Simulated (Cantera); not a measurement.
What does this Cantera script print?

```python
import numpy as np
import cantera as ct

gas_names = """
    C CN CO CO2 C2 CCN CNC C2N2 C2O C3 C3O2 C4 C4N2 C5 N NCO NO NO2 NO3 N2 N2O O O2 O3 Si SiC SiC2 SiN
    SiO SiO2 Si2 Si2C Si2N Si3
""".split()
cond_names = """
    C(gr) Si(cr) Si(L) SiC(b) SiO2(Lqz) SiO2(hqz) SiO2(L) Si2N2O(s) Si3N4(a)
""".split()


# ... load() reads the species with a 1 bar reference pressure and builds the phases ...
atoms = {
    'SiC': {'Si': 1, 'C': 1},
    'O2': {'O': 2},
    'N2': {'N': 2},
}
top_T = {'C(gr)': 4500, 'SiC(b)': 3050, 'Si2N2O(s)': 2100, 'Si3N4(a)': 2400}  # K; cautious upper limits of use, not melting points


# ... equilibrate(T, P, feed) seeds the gas with the atoms and calls Mixture.equilibrate('TP', solver="vcs", rtol=1e-11, max_steps=5000) ...
results = []
feed = {'SiC': 1, 'O2': 0.16, 'N2': 140}  # mol
T = 1723  # K
P = 0.6  # Pa
mix = equilibrate(T, P, feed)
results.append((T, P, feed, dict(zip(mix.species_names, mix.species_moles))))
x = sorted(zip(gas.X, gas.species_names), reverse=True)
print(f"T = {T:g} K  P = {P:g} Pa  gas = {mix.phase_moles(0):.4g} mol")
print("   x: " + "  ".join(f"{s} {v:.3e}" for v, s in x if v > 1e-05))
print("   condensed (mol): " + ("  ".join(f"{mix.phase(i).name} {mix.phase_moles(i):.4g}"
      for i in range(1, mix.n_phases) if mix.phase_moles(i) > 1e-12) or "none"))
```

Result:

```
T = 1723 K  P = 0.6 Pa  gas = 140.7 mol
   x: N2 9.949e-01  Si 2.732e-03  CO 2.264e-03  SiC2 2.488e-05  Si2C 1.889e-05
   condensed (mol): C(gr) 0.06645  SiC(b) 0.6048
```

Method: chemical equilibrium by Gibbs-energy minimisation in Cantera with the NASA 1993 tables (ideal gas, pure condensed phases).
